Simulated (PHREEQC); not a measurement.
**Silver or lead bath**

A solution holds 0.00095 mol PbCl2, 0.0036 mol KNO3 and 0.022 mol Cu(NO3)2 per kg of water, at 25 °C. Closed to the air; pH follows from the charge balance.

The numbers come from PHREEQC with the ion-association model, wateq4f.dat.

The pH is 4.57 and the ionic strength is 0.0719 mol/kgw.

```json
[
 {"species": "NO3-", "molality": "0.0474", "activity": "0.0369", "log γ": "-0.108"},
 {"species": "Cu+2", "molality": "0.0219", "activity": "0.00962", "log γ": "-0.358"},
 {"species": "K+", "molality": "0.00360", "activity": "0.00284", "log γ": "-0.103"},
 {"species": "Cl-", "molality": "0.00183", "activity": "0.00144", "log γ": "-0.103"},
 {"species": "Pb+2", "molality": "0.000725", "activity": "0.000297", "log γ": "-0.387"},
 {"species": "PbNO3+", "molality": "0.000203", "activity": "0.000162", "log γ": "-0.097"},
 {"species": "CuCl+", "molality": "4.72e-5", "activity": "3.73e-5", "log γ": "-0.101"},
 {"species": "H+", "molality": "3.22e-5", "activity": "2.70e-5", "log γ": "-0.076"},
 {"species": "PbCl+", "molality": "2.14e-5", "activity": "1.71e-5", "log γ": "-0.097"},
 {"species": "Cu2(OH)2+2", "molality": "1.35e-5", "activity": "5.52e-6", "log γ": "-0.387"},
 {"species": "CuOH+", "molality": "4.48e-6", "activity": "3.55e-6", "log γ": "-0.101"},
 {"species": "Cu(OH)2", "molality": "2.70e-7", "activity": "2.74e-7", "log γ": "0.007"},
 {"species": "PbOH+", "molality": "2.68e-7", "activity": "2.14e-7", "log γ": "-0.097"}
]
```

No solid was allowed to form. Species that the database lacks are ignored.
